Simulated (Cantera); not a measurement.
A closed system holds: 1 mol B2H6, 1.8 mol O2, equilibrated at 1398.15 K and 1.00 bar.

Cantera equilibrium calculation (NASA polynomials, part measured and part estimated; ideal gas, pure solids and liquids). The feed counts by its element totals alone. Gases not in the tables: H3BO3. Equilibrium is a limit: real reactors are often held back by kinetics, nucleation or transport.

| species | before | after |
|---|---|---|
| H2 | 0.799 | 0.802 |
| H2O | 0.197 | 0.193 |
| (HBO2)3 | 0.000533 | 0.00484 |
| HBO2 | 0.00407 | 5.35e-7 |
| B2O3(l), mol | 0.991 | 0.978 |
Gas species are given as mole fractions.

**Question.** What was changed between the two runs?
(A) temperature from 1398.15 K to 2300 K
(B) temperature from 1398.15 K to 1898 K
(C) temperature from 1398.15 K to 2123.15 K
(D) temperature from 1398.15 K to 873 K

**Answer.** D, temperature from 1398.15 K to 873 K
